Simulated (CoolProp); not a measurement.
The fluid at 293.15 K and 8.41 MPa is throttled through a valve to 5.26 MPa with no heat exchange. The same conditions are run with several fluids, on thermodynamics alone (safety and materials aside).

Computed with CoolProp (reference Helmholtz-energy equation of state of each fluid (dry air: Lemmon 2000; C2F6 (R116): Lemmon 2006; normal hydrogen: Leachman 2009; carbon monoxide: Lemmon 2006; fluorine: de Reuck 1990)). Blends and air are pseudo-pure fits.

Rank dry air, C2F6 (R116), normal hydrogen, carbon monoxide, fluorine by temperature change (K), highest first.

normal hydrogen (+1.0), C2F6 (R116) (-2.3), fluorine (-5.3), dry air (-5.9), carbon monoxide (-6.3)

```
fluid              final phase  final density (kg/m³)
---------------  -------------  ---------------------
dry air          supercritical                   64.8
C2F6 (R116)             liquid                   1090
normal hydrogen  supercritical                   4.20
carbon monoxide  supercritical                   62.8
fluorine         supercritical                   85.6
```
